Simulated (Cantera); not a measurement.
A perfectly stirred reactor is fed with NH₃ : N₂ = 1 : 0.23 (molar parts), at 1.01 bar; it is held at 1923 K, and followed from long to short residence time.

Computed with Cantera and the gas-phase N/H chemistry of the illustrative SiF4/NH3 mechanism in the Surface Chemkin manual (1991). Walls and surfaces, which speed up NH3 decomposition in real reactors, are not modelled.

Question: What does this change do: pressure from 1.01 bar to 0.260 bar?

Answer: 
| quantity | before | after |
|---|---|---|
| x(NH₃) at τ = 10.0 s | 0.0131 | 0.0212 |
| x(N₂H₄) at τ = 10.0 s | 1.15e-9 | 1.00e-9 |
| x(NH) at τ = 10.0 s | 1.31e-6 | 2.76e-6 |
| x(H₂) at τ = 10.0 s | 0.661 | 0.654 |
| x(N₂H₂) at τ = 10.0 s | 1.30e-8 | 4.82e-8 |
| x(NH₃) at τ = 19.0 ms | 0.621 | 0.747 |
| x(N₂H₄) at τ = 19.0 ms | 3.56e-7 | 1.39e-7 |
| x(NH) at τ = 19.0 ms | 6.83e-6 | 6.48e-6 |
| x(H₂) at τ = 19.0 ms | 0.158 | 0.0541 |
| x(N₂H₂) at τ = 19.0 ms | 2.83e-6 | 4.17e-6 |
